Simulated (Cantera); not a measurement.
What does this Cantera script print?

```python
import numpy as np
import cantera as ct

gas = ct.Solution("gri30.yaml")
gas.TPX = 1550, 40000, {'CO': 1, 'H2': 1.4, 'CH4': 0.19, 'O2': 3.85, 'N2': 14.5, 'H2O': 0.2}
reactor = ct.IdealGasReactor(gas, energy="on", clone=False)
net = ct.ReactorNet([reactor])
net.rtol, net.atol = 1e-08, 1e-16
show = ['CO', 'H2', 'CH4', 'NO', 'O', 'HO2']
times = np.geomspace(2e-06, 0.1, 10)

steps = ct.SolutionArray(gas, extra=["t"])
rows = []
print(f"{'t/s':>10s}{'T/K':>9s}{'P/Pa':>11s}" + "".join(f"{s:>11s}" for s in show))
for t in times:
    while net.time < t:
        t_next = net.step()
        steps.append(gas.state, t=t_next)
    rows.append([np.interp(t, steps.t, y) for y in (steps.T, steps.P, *steps(*show).X.T)])
    print(f"{t:10.3e}{rows[-1][0]:9.1f}{rows[-1][1]:11.4g}" + "".join(f"{x:11.3e}" for x in rows[-1][2:]))
rate = np.gradient(steps.T, steps.t)
print("integrator steps:", len(steps.t))
if steps.T.max() > steps.T[0] + 200:
    print(f"time of steepest temperature rise: {steps.t[rate.argmax()]:.4e} s")
gas.TPX = 1550, 40000, {'CO': 1, 'H2': 1.4, 'CH4': 0.19, 'O2': 3.85, 'N2': 14.5, 'H2O': 0.2}
gas.equilibrate("UV")
print(f"equilibrium (UV): T = {gas.T:.1f} K  " + "  ".join(f"{s} {gas[s].X[0]:.3e}" for s in show))
```

Result:

```
       t/s      T/K       P/Pa         CO         H2        CH4         NO          O        HO2
 2.000e-06   1550.0      4e+04  4.730e-02  6.623e-02  8.988e-03  3.039e-16  4.785e-08  1.192e-07
 6.655e-06   1550.0      4e+04  4.730e-02  6.622e-02  8.987e-03  7.303e-15  3.473e-07  3.911e-07
 2.214e-05   1550.0      4e+04  4.730e-02  6.611e-02  8.957e-03  1.052e-12  2.345e-05  2.004e-06
 7.368e-05   1827.7  4.715e+04  3.536e-02  7.726e-03  1.063e-16  4.490e-06  2.986e-02  1.106e-05
 2.452e-04   2166.2  5.477e+04  1.838e-02  6.565e-03  1.870e-18  5.616e-05  2.280e-02  5.956e-06
 8.158e-04   2478.6  6.146e+04  1.103e-02  3.151e-03  1.016e-18  5.305e-04  9.952e-03  6.250e-06
 2.714e-03   2538.5  6.269e+04  8.704e-03  2.405e-03  1.123e-18  2.701e-03  7.376e-03  8.037e-06
 9.032e-03   2530.5  6.246e+04  8.491e-03  2.353e-03  1.052e-18  8.244e-03  7.012e-03  7.747e-06
 3.005e-02   2520.9  6.219e+04  8.242e-03  2.291e-03  9.708e-19  1.476e-02  6.599e-03  7.409e-06
 1.000e-01   2519.2  6.214e+04  8.199e-03  2.281e-03  9.572e-19  1.588e-02  6.530e-03  7.351e-06
integrator steps: 1441
time of steepest temperature rise: 4.4916e-05 s
equilibrium (UV): T = 2519.2 K  CO 8.199e-03  H2 2.281e-03  CH4 1.417e-18  NO 1.589e-02  O 6.530e-03  HO2 7.351e-06
```

Computed with Cantera and GRI-Mech 3.0 (53 species, 325 reactions).
